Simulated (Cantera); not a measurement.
A freely propagating, adiabatic, planar premixed flame of CH4 : C2H6 : C3H8 : O2 : N2 = 1 : 0.034 : 0.41 : 4.17 : 15.7 (molar parts), equivalence ratio 1.00, unburnt at 400 K and 0.230 bar; mixture-averaged transport, grid criteria slope 0.08 and curve 0.16, no radiation.

Model: GRI-Mech 3.0 (53 species, 325 reactions), integrated in Cantera. GRI-Mech 3.0 was tuned for natural gas; its chemistry of propane as a main component is partial and can be far from experiment. Burning velocities carry a grid error of a few per cent, more on coarse grids.

x: mole fraction of selected species; z is measured from the peak of heat release.

```tsv
z (mm)	T (K)	u (m/s)	x CH4	x C2H6	x C3H8	x NO	x H2O	x H
-3.70	400	0.929	0.0469	0.00159	0.0192	<1e-8	5.47e-6	<1e-8
-2.47	401	0.932	0.0468	0.00159	0.0192	<1e-8	7.67e-5	<1e-8
-1.85	403	0.940	0.0466	0.00159	0.0192	<1e-8	0.000422	<1e-8
-1.23	434	1.02	0.0456	0.00160	0.0190	___	0.00396	4.99e-7
-0.617	790	1.90	0.0361	0.00223	0.0146	___	0.0374	0.000178
-0.309	1218	2.99	0.0224	0.00180	0.00500	___	0.0763	0.00125
0	1619	4.04	0.00680	0.000169	0.000160	___	0.115	0.00489
0.309	1786	4.47	0.000775	1.16e-6	2.05e-7	___	0.135	0.00945
0.617	1825	4.55	4.64e-5	<1e-8	<1e-8	___	0.140	0.0123
1.23	1854	4.60	1.72e-7	<1e-8	<1e-8	___	0.139	0.0140
2.47	1889	4.67	<1e-8	<1e-8	<1e-8	___	0.138	0.0136
4.94	1936	4.77	<1e-8	<1e-8	<1e-8	___	0.141	0.0115
9.88	2000	4.90	<1e-8	<1e-8	<1e-8	___	0.145	0.00868
```

**Question.** Fill in the missing entries.

**Answer.** 
- -1.23, x NO: 4.17e-8
- -0.617, x NO: 8.19e-7
- -0.309, x NO: 2.25e-6
- 0, x NO: 5.00e-6
- 0.309, x NO: 8.69e-6
- 0.617, x NO: 1.13e-5
- 1.23, x NO: 1.36e-5
- 2.47, x NO: 1.62e-5
- 4.94, x NO: 2.07e-5
- 9.88, x NO: 2.92e-5
